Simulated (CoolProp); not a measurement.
Model: reference Helmholtz-energy equation of state, Span 2000, in CoolProp.

Question: For nitrogen, give the phase and the density (kg/m³), cv (kJ/(kg K)), Joule-Thomson coefficient (K/MPa), Prandtl number at -129.75 °C and 0.743 MPa.

Answer: 
- -129.75 °C and 0.743 MPa: gas; density 18.4, cv 0.761, Joule-Thomson coefficient 8.38, Prandtl number 0.801

Viscosity comes from a separate model (Lemmon 2004). Thermal conductivity comes from a separate model (Lemmon 2004).
